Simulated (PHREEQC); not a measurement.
0.049 g of hydrous ferric oxide (600 m²/g; 0.2 weak and 0.005 strong sites per Fe, Dzombak-Morel constants, diffuse double layer) in 1 kg of water with 0.05 mol/kgw of an inert sodium salt and 8.2e-07 mol PbCl2, at 25 °C; the pH is set by adding NaOH or the inert anion's acid. O2 is buffered at 0.21 atm. CO2 from the air is kept out. Precipitation was switched off in this run.

Computed with PHREEQC (ion-association model, wateq4f.dat).

```tsv
pH	Pb sorbed (%)	surface charge σ (C/m²)	surface potential ψ (mV)
4	17.8	0.294	160
4.38	49.1	0.253	152
4.75	79.8	0.210	143
5.12	94.3	0.168	131
5.5	98.7	0.131	119
5.88	99.7	0.098	104
6.25	99.9	0.073	90
6.62	100.0	0.052	74
7	100.0	0.035	56
7.38	100.0	0.021	38
7.75	100.0	0.010	19
8.12	100.0	0.000	0
8.5	100.0	-0.010	-19
8.88	100.0	-0.021	-38
9.25	100.0	-0.035	-56
9.62	100.0	-0.052	-73
10	100.0	-0.073	-90
```

Complexes and solids missing from the database can't appear.
